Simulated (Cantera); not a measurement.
A closed system holds: 1 mol B, a varied amount of H₂O, at 1525 °C and 0.0460 bar.

Cantera equilibrium calculation (NASA polynomials, part measured and part estimated; ideal gas, pure solids and liquids). Candidate condensed phases: B, B₂O₃, B₃O₃H₃, H₂O; 23 gas species. Kinetics and transport are ignored.

What share of the B ends up in condensed phases as a function of n(H₂O) (mol), at 0.66, 0.9, 1.2, 1.6, 2.2, 3, 4, 5.5, 7.4, 10?


| n(H₂O) (mol) | B condensed (%) | as |
|---|---|---|
| 0.66 | 39.5 | B(s) |
| 0.9 | 17.5 | B(s) |
| 1.2 | 12.3 | B₂O₃(l) |
| 1.6 | 49.1 | B₂O₃(l) |
| 2.2 | 0.0 | - |
| 3 | 0.0 | - |
| 4 | 0.0 | - |
| 5.5 | 0.0 | - |
| 7.4 | 0.0 | - |
| 10 | 0.0 | - |
